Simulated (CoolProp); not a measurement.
Model: reference Helmholtz-energy equation of state, de Reuck 1990, in CoolProp.

For fluorine, give the phase and the speed of sound (m/s) at -36.65 °C and 0.487 bar.


- -36.65 °C and 0.487 bar: gas; speed of sound 267
